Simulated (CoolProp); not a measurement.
Vapour-liquid equilibrium of o-xylene (1) + n-decane (2) at 251.85 °C; x and y are mole fractions of (1).

Computed with CoolProp (multi-fluid Helmholtz-energy mixture model, Zhou 2012 and Lemmon 2006; pair parameters Bell 2016).

```tsv
x	bubble pressure (kPa)	y at the bubble point	dew pressure at overall composition x (kPa)	liquid density (mol/L)
0.05	537.9	0.073	532.4	(withheld)
0.15	573.2	0.211	557.1	3.919
0.25	609.7	0.336	584.2	4.101
0.35	647.2	0.451	(withheld)	4.299
0.45	685.5	(withheld)	646.8	4.513
0.55	724.5	0.652	683.2	4.745
0.65	(withheld)	0.740	723.7	4.999
0.75	804.8	0.822	768.9	5.277
0.85	845.9	0.897	819.6	5.582
0.95	887.6	0.967	877.0	5.919
```

Task: Complete the blanks.

Result: 
- 0.05, liquid density (mol/L): 3.749
- 0.35, dew pressure at overall composition x (kPa): 614.0
- 0.45, y at the bubble point: 0.556
- 0.65, bubble pressure (kPa): 764.3

No azeotrope shows between x = 0.05 and 0.95.

The pair parameters rest on a limited set of measurements; away from them the model extrapolates.
